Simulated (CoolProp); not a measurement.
Methanol along the isotherm 260.8 K: Z from the reference equation and from simpler models built on Tc = 513.4 K, pc = 8216 kPa, ω = 0.565; each cubic takes its own stable root.

Model: reference Helmholtz-energy equation of state, de Reuck 1993, in CoolProp.

| p (kPa) | phase | reference | van der Waals | Redlich-Kwong | Soave-Redlich-Kwong | Peng-Robinson |
|---|---|---|---|---|---|---|
| 260 | liquid | 0.004677 | 0.009545 | 0.006430 | 0.006103 | 0.005436 |
| 534 | liquid | 0.009603 | 0.01959 | 0.01320 | 0.01253 | 0.01116 |
| 1100 | liquid | 0.01977 | 0.04032 | 0.02719 | 0.02581 | 0.02299 |
| 2250 | liquid | 0.04039 | 0.08228 | 0.05555 | 0.05277 | 0.04701 |
| 4620 | liquid | 0.08276 | 0.1682 | 0.1138 | 0.1083 | 0.09646 |
| 9490 | liquid | 0.1692 | 0.3428 | 0.2330 | 0.2220 | 0.1979 |
| 19500 | liquid | 0.3447 | 0.6946 | 0.4753 | 0.4546 | 0.4054 |
| 40000 | liquid | 0.6961 | 1.394 | 0.9627 | 0.9265 | 0.8272 |
| 82200 | liquid | 1.393 | 2.783 | 1.940 | 1.883 | 1.684 |
